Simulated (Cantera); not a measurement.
An isothermal plug-flow reactor at 725 K and 67000 Pa (inlet), inlet velocity 0.24 m/s, active area per volume 540 1/m; feed 0.281 % CO, 10.1 % O₂, 88.8 % N₂, 0.776 % H₂O, equivalence ratio 0.014.

Model: Deutschmann's 1995 Pt surface mechanism with GRI-Mech 3.0 gas chemistry, integrated in Cantera. Catalytic surfaces can have several steady states; this one follows from the mechanism file's or the stated starting coverage. Mass transfer to the wall is taken as infinitely fast.

Question: Predict: x(CO) at z = 0.0047 m; x(O₂) at z = 0.0047 m; x(H₂O) at z = 0.0047 m; x(CO₂) at z = 0.0047 m; θ(free Pt) at the exit; θ(O*) at the exit; θ(OH*) at the exit.

Answer: 
```json
{
 "x(CO) at z = 0.0047 m": "0.00109",
 "x(O₂) at z = 0.0047 m": "0.100",
 "x(H₂O) at z = 0.0047 m": "0.00776",
 "x(CO₂) at z = 0.0047 m": "0.00172",
 "θ(free Pt) at the exit": "0.0158",
 "θ(O*) at the exit": "0.983",
 "θ(OH*) at the exit": "0.00149"
}
```
